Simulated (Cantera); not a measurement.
Mixture: CH4 : H2 : O2 : N2 : H2O = 1 : 0.17 : 2.29 : 8.61 : 0.82 (molar parts), at 10.0 bar, adiabatic and at constant volume. Ignition delay is the time to a rise of 400 K.

Detailed kinetics in Cantera: GRI-Mech 3.0 (53 species, 325 reactions).

Problem. Predict: delay at 1150 K; delay at 1300 K; delay at 1450 K; delay at 1600 K; apparent activation energy between 1525 and 1675 K.

Solution. 
```json
{
  "delay at 1150 K": "1.62 ms",
  "delay at 1300 K": "0.402 ms",
  "delay at 1450 K": "0.128 ms",
  "delay at 1600 K": "42.3 µs",
  "apparent activation energy between 1525 and 1675 K": "150 kJ/mol"
}
```
